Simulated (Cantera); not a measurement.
A perfectly stirred reactor is fed with CH4 : H2 : O2 : N2 : CO2 = 1 : 0.21 : 2.42 : 9.1 : 1.1 (molar parts), equivalence ratio 0.87, at 0.987 atm; it is adiabatic with a 775 K inlet, and is followed from long to short residence time, starting on the burning branch (τ in s: 0.12, 0.06, 0.031, 0.016, 0.0085, 0.0044, 0.0023, 0.0012, 0.00063, 0.00033, 0.00017, 8.9e-05).

Cantera simulation using GRI-Mech 3.0 (53 species, 325 reactions); the numbers are that mechanism's predictions, not measurements.

Problem. Predict: blow-out, bracketed by the residence times tried; x(CH4) at τ = 0.120 s; x(H2) at τ = 0.120 s; x(O2) at τ = 0.120 s; x(H2O2) at τ = 0.120 s; x(NO2) at τ = 0.120 s; x(CH4) at τ = 2.30 ms; x(H2) at τ = 2.30 ms; x(O2) at τ = 2.30 ms; x(H2O2) at τ = 2.30 ms; x(NO2) at τ = 2.30 ms.

Solution. 
| Property | Result |
|---|---|
| blow-out, bracketed by the residence times tried | burning at 89.0 µs, the shortest tried |
| x(CH4) at τ = 0.120 s | 1.95e-6 |
| x(H2) at τ = 0.120 s | 0.00158 |
| x(O2) at τ = 0.120 s | 0.0253 |
| x(H2O2) at τ = 0.120 s | 9.38e-8 |
| x(NO2) at τ = 0.120 s | 7.13e-7 |
| x(CH4) at τ = 2.30 ms | 4.73e-5 |
| x(H2) at τ = 2.30 ms | 0.00459 |
| x(O2) at τ = 2.30 ms | 0.0327 |
| x(H2O2) at τ = 2.30 ms | 1.63e-7 |
| x(NO2) at τ = 2.30 ms | 3.70e-8 |
